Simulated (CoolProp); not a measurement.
The numbers come from the reference Helmholtz-energy equation of state, Akasaka 2020 in CoolProp.

Question: For R1123, give the phase and the density (kg/m³), isothermal compressibility (1/MPa) at -72.95 °C and 1.05 MPa; -72.95 °C and 1.92 MPa.

Answer: 
- -72.95 °C and 1.05 MPa: liquid; density 1380, isothermal compressibility 0.00143
- -72.95 °C and 1.92 MPa: liquid; density 1380, isothermal compressibility 0.00141
